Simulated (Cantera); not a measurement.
A Cantera script and its output.

```python
import numpy as np
import cantera as ct

gas = ct.Solution("gri30.yaml")
gas.TPX = 450, 35000, {'CO': 1, 'H2': 0.089, 'O2': 0.801, 'N2': 3.01, 'H2O': 0.19}
flame = ct.FreeFlame(gas, width=0.083)
flame.set_refine_criteria(ratio=3, slope=0.08, curve=0.16)
flame.transport_model = "unity-Lewis-number"
flame.solve(loglevel=0, auto=True)
z, T = flame.grid, flame.T
thick = (T[-1] - T[0]) / np.gradient(T, z).max()
show = ['CO', 'H2', 'O2', 'OH', 'H2O2', 'HO2']
print(f"laminar burning velocity  {flame.velocity[0] * 100:.3f} cm/s")
print(f"burnt temperature         {T[-1]:.1f} K")
print(f"thermal thickness         {thick * 1e3:.4f} mm")
print(f"grid points               {len(z)}")
z0 = z[flame.heat_release_rate.argmax()]
print(f"{'z/mm':>9s}{'T/K':>9s}{'u/(m/s)':>9s}" + "".join(f"{s:>11s}" for s in show))
rows = []
for k in (-3, -2, -1.5, -1, -0.5, -0.25, 0, 0.25, 0.5, 1, 2, 4, 8):
    zz = z0 + k * thick
    rows.append([k * thick, np.interp(zz, z, T), np.interp(zz, z, flame.velocity),
                 *(np.interp(zz, z, flame.X[gas.species_index(s)]) for s in show)])
    print(f"{rows[-1][0] * 1e3:9.3f}{rows[-1][1]:9.1f}{rows[-1][2]:9.3f}" + "".join(f"{x:11.3e}" for x in rows[-1][3:]))
```

Output:

```
laminar burning velocity  53.656 cm/s
burnt temperature         2107.9 K
thermal thickness         2.1199 mm
grid points               106
     z/mm      T/K  u/(m/s)         CO         H2         O2         OH       H2O2        HO2
   -6.360    450.0    0.537  1.965e-01  1.749e-02  1.574e-01  4.209e-16  3.827e-10  1.529e-09
   -4.240    450.1    0.537  1.965e-01  1.748e-02  1.574e-01  6.467e-14  9.217e-09  3.685e-08
   -3.180    450.4    0.537  1.964e-01  1.748e-02  1.573e-01  7.707e-13  4.245e-08  1.703e-07
   -2.120    453.8    0.541  1.962e-01  1.743e-02  1.572e-01  7.613e-11  3.792e-07  1.571e-06
   -1.060    527.4    0.626  1.900e-01  1.635e-02  1.538e-01  2.895e-07  5.486e-06  3.623e-05
   -0.530    782.4    0.916  1.671e-01  1.221e-02  1.408e-01  1.017e-04  5.499e-06  7.062e-05
    0.000   1175.7    1.344  1.172e-01  4.153e-03  1.115e-01  1.289e-03  1.093e-06  2.357e-05
    0.530   1436.1    1.615  7.278e-02  3.153e-03  8.714e-02  3.523e-03  6.247e-07  1.151e-05
    1.060   1579.4    1.758  5.247e-02  3.593e-03  7.701e-02  5.012e-03  3.649e-07  7.924e-06
    2.120   1722.9    1.897  4.031e-02  3.123e-03  7.151e-02  5.817e-03  1.814e-07  5.331e-06
    4.240   1845.8    2.013  3.140e-02  2.203e-03  6.807e-02  5.683e-03  9.206e-08  3.334e-06
    8.480   1943.1    2.104  2.275e-02  1.457e-03  6.474e-02  5.089e-03  5.262e-08  1.994e-06
   16.960   2017.5    2.172  1.524e-02  9.117e-04  6.182e-02  4.284e-03  3.326e-08  1.258e-06
```

Model: GRI-Mech 3.0 (53 species, 325 reactions), integrated in Cantera. Unity Lewis numbers drop preferential diffusion, which matters most where H2 and H carry the flame. Burning velocities carry a grid error of a few per cent, more on coarse grids.
